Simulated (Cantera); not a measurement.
# Carbon deposition, reforming and gasification: C₆H₆ + NH₃ + H₂ + O₂

Feed: 1 mol C₆H₆, 0.51 mol NH₃, 0.94 mol H₂, 0.86 mol O₂, held at 0.100 bar.

These are equilibrium values from Cantera (NASA tables, ideal gas, pure condensed phases), not measurements of a reactor. Candidate condensed phases: C, C₆H₆, C₇H₈, C₈H₁₈, H₂O; 136 gas species. Equilibrium is a limit: real reactors are often held back by kinetics, nucleation or transport.

```
T (°C)  log p H₂  log p CO  log p N₂  log p H  n C(graphite)
------  --------  --------  --------  -------  -------------
950        -1.15     -1.59     -2.42    -7.10           4.28
1025       -1.15     -1.59     -2.42    -6.55           4.28
1100       -1.15     -1.59     -2.42    -6.05           4.28
1175       -1.15     -1.59     -2.42    -5.61           4.28
1250       -1.15     -1.59     -2.42    -5.21           4.28
1325       -1.15     -1.59     -2.42    -4.85           4.28
1400       -1.15     -1.59     -2.42    -4.52           4.28
1475       -1.15     -1.59     -2.42    -4.22           4.27
1550       -1.15     -1.59     -2.43    -3.94           4.27
1625       -1.15     -1.59     -2.43    -3.68           4.27
1700       -1.16     -1.59     -2.43    -3.45           4.26
1775       -1.16     -1.59     -2.44    -3.23           4.25
1850       -1.16     -1.59     -2.44    -3.02           4.24
1925       -1.16     -1.59     -2.45    -2.84           4.22
```
log p: log10 of the partial pressure in bar; n: condensed amount in mol.

From 950 °C to 1925 °C the condensed part is C(graphite). The main C-bearing gas is CO throughout.
